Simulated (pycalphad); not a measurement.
An equivalent pycalphad script:

```python
from pycalphad import Database, equilibrium, calculate, variables as v
import numpy as np
db = Database('COST507.tdb')
comps = ['AL', 'C', 'VA']
phases = ['AL4C3', 'FCC_A1', 'GRAPHITE', 'LIQUID']
eq = equilibrium(db, comps, phases, {v.X('C'): 0.0118, v.T: np.arange(1850, 499, -25), v.P: 101325, v.N: 1}, output=['HM', 'SM'])
```

Computed with pycalphad from the COST 507 light-alloy database (1999), at 1 atm. The data set is of 1999 and partly superseded. Phase fractions are per mole of atoms. Kinetics are ignored, which matters at the lower temperatures.

Results at three of the temperatures:

```
T = 1550.00 K, P = 101325 Pa, N = 1 mol of atoms
G = -87053 J/mol, H = 47099 J/mol, S = 86.55 J/(mol K)  (SER reference)
chemical potentials (J/mol): Al -87277, C -68246
phase             fraction      x(Al)       x(C)
LIQUID              0.9730     0.9998   0.000233
AL4C3               0.0270     0.5714     0.4286
```

```
T = 1425.00 K, P = 101325 Pa, N = 1 mol of atoms
G = -76400 J/mol, H = 43103 J/mol, S = 83.86 J/(mol K)  (SER reference)
chemical potentials (J/mol): Al -76497, C -68312
phase             fraction      x(Al)       x(C)
LIQUID              0.9726     1.0000   4.24e-05
AL4C3               0.0274     0.5714     0.4286
```

```
T = 900.00 K, P = 101325 Pa, N = 1 mol of atoms
G = -36270 J/mol, H = 16041 J/mol, S = 58.12 J/(mol K)  (SER reference)
chemical potentials (J/mol): Al -35861, C -70473
phase             fraction      x(Al)       x(C)
FCC_A1              0.9725     1.0000    9.7e-13
AL4C3               0.0275     0.5714     0.4286
```

Changes of the phase set, refined by bisection:

```json
[
 {"T (K)": "933.4", "phases above": "AL4C3 + liquid", "phases below": "AL4C3 + fcc"}
]
```

Database names, with the compositions (at.%) that they take in these runs: AL4C3: Al 57 C 43. FCC_A1 is fcc.
